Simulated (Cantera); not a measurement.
Metals in furnace atmospheres: Fe + O2 + N2

A closed system holds: 1 mol Fe, 0.0055 mol O2, 1 mol N2, at 1330 Pa.

Cantera equilibrium calculation (NASA polynomials, part measured and part estimated; ideal gas, pure solids and liquids). Candidate condensed phases: Fe, FeO, Fe2O3, Fe3O4; 11 gas species. Mutual solubility and eutectic melting of coexisting phases are not modelled. The tables' stoichiometric FeO is somewhat more stable than real wüstite, so its field is too wide. FeO: taken at fixed stoichiometry. Rates play no part.

From 1100 K to 1150 K the condensed part is Fe(α) + FeO(s). From 1200 K to 1600 K the condensed part is Fe(γ) + FeO(s). At 1650 K the condensed part is Fe(γ) + FeO(l).

| T (K) | log p N2 | log p Fe | log p FeO | log p NO | log p O | log p O2 | n Fe(α) | n FeO(s) | n Fe(γ) | n FeO(l) |
|---|---|---|---|---|---|---|---|---|---|---|
| 1100 | -1.88 | -11.90 | <-13 | <-13 | <-13 | <-13 | 0.989 | 0.0110 | 0 | 0 |
| 1150 | -1.88 | -11.07 | <-13 | -13.39 | <-13 | <-13 | 0.989 | 0.0110 | 0 | 0 |
| 1200 | -1.88 | -10.30 | <-13 | -12.71 | <-13 | <-13 | 0 | 0.0110 | 0.989 | 0 |
| 1250 | -1.88 | -9.61 | -13.08 | -12.08 | <-13 | <-13 | 0 | 0.0110 | 0.989 | 0 |
| 1300 | -1.88 | -8.96 | -12.28 | -11.50 | <-13 | <-13 | 0 | 0.0110 | 0.989 | 0 |
| 1350 | -1.88 | -8.37 | -11.53 | -10.96 | -13.52 | <-13 | 0 | 0.0110 | 0.989 | 0 |
| 1400 | -1.88 | -7.81 | -10.84 | -10.46 | -12.79 | -13.54 | 0 | 0.0110 | 0.989 | 0 |
| 1450 | -1.88 | -7.30 | -10.20 | -9.99 | -12.12 | -12.85 | 0 | 0.0110 | 0.989 | 0 |
| 1500 | -1.88 | -6.82 | -9.60 | -9.56 | -11.49 | -12.20 | 0 | 0.0110 | 0.989 | 0 |
| 1550 | -1.88 | -6.38 | -9.04 | -9.16 | -10.91 | -11.60 | 0 | 0.0110 | 0.989 | 0 |
| 1600 | -1.88 | -5.96 | -8.52 | -8.78 | -10.36 | -11.03 | 0 | 0.0110 | 0.989 | 0 |
| 1650 | -1.88 | -5.57 | -8.04 | -8.42 | -9.84 | -10.51 | 0 | 0 | 0.989 | 0.0110 |
log p: log10 of the partial pressure in bar; n: condensed amount in mol.
